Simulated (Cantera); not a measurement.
## N2O furnace oxynitridation

A perfectly stirred reactor is fed with 32.1 % N2O, 0.450 % H2, 67.4 % N2, at 0.550 bar; it is held at 1450 K, and followed from long to short residence time.

Detailed kinetics in Cantera: GRI-Mech 3.0 (53 species, 325 reactions). GRI-Mech 3.0 was tuned for natural gas; its chemistry of N2O as a main component is partial and can be far from experiment. The temperature is held fixed by assumption; the heat of reaction is taken as removed at once.

```
τ (s)     x N2O      x H2     x NO2    x H2O    x HO2      x H      x NO
-------  ------  --------  --------  -------  -------  -------  --------
0.98     0.0211   4.60e-6  0.000128  0.00390  8.98e-8  1.10e-7    0.0330
0.49     0.0371   7.98e-6  0.000144  0.00392  1.14e-7  1.50e-7    0.0359
0.24     0.0637   1.44e-5  0.000155  0.00396  1.53e-7  1.94e-7    0.0363
0.12      0.102   2.63e-5  0.000158  0.00402  2.22e-7  2.39e-7    0.0332
0.061     0.150   4.80e-5  0.000154  0.00409  3.49e-7  2.95e-7    0.0271
0.030     0.203   9.07e-5  0.000142  0.00415  6.13e-7  3.90e-7    0.0191
0.015     0.246  0.000167  0.000124  0.00415  1.12e-6  5.66e-7    0.0119
0.0076    0.276  0.000297   9.94e-5  0.00407  2.03e-6  8.92e-7   0.00683
0.0038    0.295  0.000519   6.75e-5  0.00388  3.48e-6  1.51e-6   0.00364
0.0019    0.306  0.000875   3.73e-5  0.00354  5.27e-6  2.58e-6   0.00187
0.00094   0.312   0.00142   1.66e-5  0.00300  6.83e-6  4.26e-6  0.000950
```
x: mole fraction; the columns are a selection and need not sum to one.
